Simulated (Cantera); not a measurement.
Input: 1 mol KCl, 44 mol H2, equilibrated at 1898.15 K and 0.00130 bar.

Cantera equilibrium calculation (NASA polynomials, part measured and part estimated; ideal gas, pure solids and liquids). Candidate condensed phases: K, KCl; 10 gas species. The numbers say what is thermodynamically allowed, not how fast it happens.

Base state: H2 0.948, H 0.0211, KCl 0.0130, K 0.00891, HCl 0.00877, Cl 0.000147 (mole fractions); condensed: gas only.

### Question
What changes in the equilibrium state with this change: temperature from 1898.15 K to 1325 K?

### Answer
```
species    before     after
-------  --------  --------
H2          0.948     0.977
KCl        0.0130    0.0216
HCl       0.00877  0.000644
H          0.0211   4.48e-5
Cl       0.000147   2.48e-8
K         0.00891  0.000644
```

### Question
What changes in the equilibrium state with this change: temperature from 1898.15 K to 2048 K?

### Answer
```csv
species,before,after
H2,0.948,0.907
H,0.0211,0.0592
K,0.00891,0.0123
KCl,0.0130,0.00917
HCl,0.00877,0.0117
Cl,0.000147,0.000564
```
